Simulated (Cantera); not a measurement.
An isothermal, constant-pressure homogeneous reactor starts with 44.2 % CH₄, 53.1 % H₂O, 2.70 % H₂, at 1600 K and 0.300 bar.

Model: GRI-Mech 3.0 (53 species, 325 reactions), integrated in Cantera.

Q: Predict: x(CH₄) at 90.0 s; x(H₂O) at 90.0 s; x(H₂) at 90.0 s; x(C₂H₂) at 90.0 s; x(HCO) at 90.0 s.

A: 
```
Item                                                  Value
-----------------  ----------------------------------------
x(CH₄) at 90.0 s    0.00331 (gas-phase equilibrium 2.57e-7)
x(H₂O) at 90.0 s      0.0493 (gas-phase equilibrium 0.0424)
x(H₂) at 90.0 s         0.715 (gas-phase equilibrium 0.723)
x(C₂H₂) at 90.0 s  0.00180 (gas-phase equilibrium 2.05e-11)
x(HCO) at 90.0 s    6.31e-9 (gas-phase equilibrium 6.50e-9)
```
